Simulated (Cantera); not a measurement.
Input (Python, Cantera) and output of one run.

```python
import numpy as np
import cantera as ct

gas_names = """
    N NO NO2 NO3 N2 N2O O O2 O3 Pb PbO Pb2
""".split()
cond_names = """
    Pb(cr) Pb(L) PbO(rd) PbO(yw) PbO(L) PbO2(s) Pb3O4(s)
""".split()


# ... load() reads the species with a 1 bar reference pressure and builds the phases ...
atoms = {
    'Pb': {'Pb': 1},
    'O2': {'O': 2},
    'N2': {'N': 2},
}
top_T = {'Pb3O4(s)': 820}  # K; cautious upper limits of use, not melting points


# ... equilibrate(T, P, feed) seeds the gas with the atoms and calls Mixture.equilibrate('TP', solver="vcs", rtol=1e-11, max_steps=5000) ...
results = []
feed = {'Pb': 1, 'O2': 0.031, 'N2': 41}  # mol
P = 1600  # Pa
for T in [673, 723, 773, 823, 873, 923, 973, 1023]:
    mix = equilibrate(T, P, feed)
    results.append((T, P, feed, dict(zip(mix.species_names, mix.species_moles))))

top = {s: max(r[3][s] / sum(r[3][g] for g in gas_names) for r in results) for s in gas_names}
cols = sorted((s for s in top if top[s] > 0.0001), key=lambda s: -top[s])[:8]
seen = [c for c in cond_names if any(r[3].get(c, 0) > 1e-12 for r in results)]
print("log10 of partial pressures in bar; condensed amounts in mol")
print(f"{'T/K':>10s}" + "".join(f"{s[:9]:>10s}" for s in cols + seen))
for T, P, feed, n in results:
    ng = sum(n[g] for g in gas_names)
    print(f"{T:10.4g}" + "".join(f"{np.log10(max(n[s] / ng * P / 1e5, 1e-99)):10.3f}" for s in cols)
          + "".join(f"{n.get(c, 0):10.4g}" for c in seen))
```

Output:

```
log10 of partial pressures in bar; condensed amounts in mol
       T/K        N2        Pb     Pb(L)   PbO(rd)   PbO(yw)
       673    -1.796    -9.514     0.938     0.062         0
       723    -1.796    -8.509     0.938     0.062         0
       773    -1.796    -7.637    0.9379         0     0.062
       823    -1.796    -6.872    0.9377         0     0.062
       873    -1.796    -6.197    0.9364         0   0.06199
       923    -1.796    -5.596    0.9315         0   0.06195
       973    -1.796    -5.058    0.9156         0   0.06169
      1023    -1.797    -4.574    0.8696         0   0.06035
```

Equilibrium computed with Cantera from the NASA thermochemical tables; the gas is ideal and each condensed phase is pure. Mutual solubility and eutectic melting of coexisting phases are not modelled.
